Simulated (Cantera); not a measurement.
# Premixed flame

A freely propagating, adiabatic, planar premixed flame of 40.3 % H2, 9.59 % O2, 36.0 % N2, 14.1 % H2O, equivalence ratio 2.1, unburnt at 698 K and 100.0 Torr; multicomponent transport, grid criteria slope 0.08 and curve 0.16, no radiation.

Cantera simulation using the H2/O2 subset of GRI-Mech 3.0, which has no nitrogen chemistry; the numbers are that mechanism's predictions, not measurements. Burning velocities carry a grid error of a few per cent, more on coarse grids.

```csv
z (mm),T (K),u (m/s),x H2,x O2,x H2O,x H,x O,x HO2
-19.3,698,8.02,0.403,0.0959,0.141,<1e-8,<1e-8,<1e-8
-12.9,698,8.02,0.403,0.0959,0.141,<1e-8,<1e-8,<1e-8
-9.64,698,8.02,0.403,0.0959,0.141,<1e-8,<1e-8,<1e-8
-6.43,698,8.02,0.403,0.0959,0.141,7.36e-7,1.07e-8,9.88e-7
-3.21,707,8.12,0.401,0.0956,0.142,0.000520,1.09e-5,4.99e-5
-1.61,808,9.22,0.384,0.0911,0.153,0.00919,0.000250,3.69e-5
0,1110,12.4,0.273,0.0528,0.235,0.0641,0.00309,1.36e-5
1.61,1319,14.6,0.183,0.00796,0.325,0.102,0.00272,1.81e-6
3.21,1402,15.4,0.177,0.00220,0.338,0.0990,0.00202,4.65e-7
6.43,1493,16.3,0.184,0.00157,0.342,0.0864,0.00182,3.03e-7
12.9,1598,17.3,0.193,0.00124,0.345,0.0712,0.00151,2.20e-7
25.7,1707,18.3,0.202,0.000858,0.349,0.0554,0.00110,1.47e-7
51.4,1810,19.2,0.210,0.000511,0.354,0.0405,0.000684,8.95e-8
```
x: mole fraction of selected species; z is measured from the peak of heat release.

| Item | Result |
|---|---|
| laminar burning velocity | 802 cm/s |
| thermal thickness | 6.43 mm |
| peak x(H) | 0.103 |
| peak x(O) | 0.00367 |
| peak x(HO2) | 5.00e-5 |
| grid points | 129 |
